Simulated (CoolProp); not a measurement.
Vapour-liquid equilibrium of benzene (1) + n-decane (2) at 71.65 °C; x and y are mole fractions of (1).

Model: multi-fluid Helmholtz-energy mixture model, Thol 2012 and Lemmon 2006; pair parameters Bell 2016, in CoolProp.

| x | bubble pressure, mixture model (MPa) | bubble pressure, Raoult's law (MPa) | y, mixture model | y, Raoult's law |
|---|---|---|---|---|
| 0.05 | … | 0.006494 | 0.622 | 0.598 |
| 0.125 | 0.01342 | 0.01211 | … | 0.801 |
| 0.2 | … | 0.01772 | 0.888 | 0.876 |
| 0.275 | 0.02620 | 0.02334 | 0.922 | 0.915 |
| 0.35 | 0.03220 | 0.02895 | 0.942 | 0.938 |
| 0.425 | 0.03787 | 0.03457 | 0.956 | 0.954 |
| 0.5 | 0.04324 | 0.04018 | 0.965 | 0.966 |
| 0.575 | 0.04838 | 0.04579 | 0.973 | 0.974 |
| 0.65 | 0.05337 | 0.05141 | … | 0.981 |
| 0.725 | 0.05831 | 0.05702 | 0.984 | 0.987 |
| 0.8 | 0.06332 | 0.06264 | 0.989 | 0.991 |
| 0.875 | 0.06848 | 0.06825 | 0.993 | 0.995 |
| 0.95 | 0.07387 | 0.07387 | 0.997 | 0.998 |

What belongs in the gaps?


- 0.05, bubble pressure, mixture model (MPa): 0.006940
- 0.125, y, mixture model: 0.819
- 0.2, bubble pressure, mixture model (MPa): 0.01991
- 0.65, y, mixture model: 0.979

The largest gap from Raoult's law is +12.4 % in bubble pressure, at x = 0.2. No azeotrope shows between x = 0.05 and 0.95.

Pair parameters are fitted to limited data, so mixtures are less certain than the pure fluids.
